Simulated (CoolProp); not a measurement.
Values from CoolProp's reference Helmholtz-energy equation of state, Leachman 2009.

Task: Give the vapour pressure (MPa), enthalpy of vaporisation (kJ/kg), liquid viscosity (µPa s), vapour viscosity (µPa s) of saturated normal hydrogen at 30.6, 31.6 K.

Result: 
| T (K) | p (MPa) | enthalpy of vaporisation (kJ/kg) | liquid viscosity (µPa s) | vapour viscosity (µPa s) |
|---|---|---|---|---|
| 30.6 | 0.885 | 279 | 6.01 | 1.80 |
| 31.6 | 1.03 | 231 | 5.34 | 1.98 |

Viscosity comes from a separate model (Muzny 2013).
